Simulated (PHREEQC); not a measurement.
**Metal-bearing waste water**

Solution (25 °C): 0.0087 mol/kgw MnSO4, 0.19 mol/kgw ZnCl2, 8.2e-05 mol/kgw NaF and 0.018 mol/kgw NaCl. Closed to the air; pH follows from the charge balance.

All values are PHREEQC results (ion-association model, phreeqc.dat), not measurements.

Each row changes one thing in this solution. Precipitation was switched off in this run.

```csv
case,pH,ionic strength (mol/kgw),Cl- (mol/kgw),Zn+2 (mol/kgw),ZnCl+ (mol/kgw),ZnCl2 (mol/kgw),SI of Halite (NaCl)
as made,4.88,0.520,0.350,0.149,0.0297,0.00405,-4.10
temperature from 25 to 65 °C,4.74,0.409,0.285,0.0971,0.0733,0.00953,-4.23
ZnCl2 from 0.19 to 0.171 mol/kgw,4.90,0.476,0.320,0.136,0.0255,0.00328,-4.14
0.022 mol/kgw HBr added,1.80,0.543,0.350,0.150,?,0.00397,-4.10
ZnCl2 from 0.19 to 0.019 mol/kgw,5.48,0.0921,0.0544,0.0154,0.000871,2.91e-5,-4.80
NaF left out,4.87,0.520,0.350,0.149,0.0297,0.00405,-4.11
MnSO4 left out,?,?,0.350,0.152,0.0308,0.00424,-4.10
NaCl left out,4.88,0.505,?,0.150,0.0289,0.00380,?
```

**Question.** Complete the blanks.

**Answer.** 
- 0.022 mol/kgw HBr added, ZnCl+ (mol/kgw): 0.0295
- MnSO4 left out, pH: 4.86
- MnSO4 left out, ionic strength (mol/kgw): 0.507
- NaCl left out, Cl- (mol/kgw): 0.334
- NaCl left out, SI of Halite (NaCl): -6.47

At this temperature some constants are extrapolated from 25 °C, and those without enthalpy data are left unchanged.
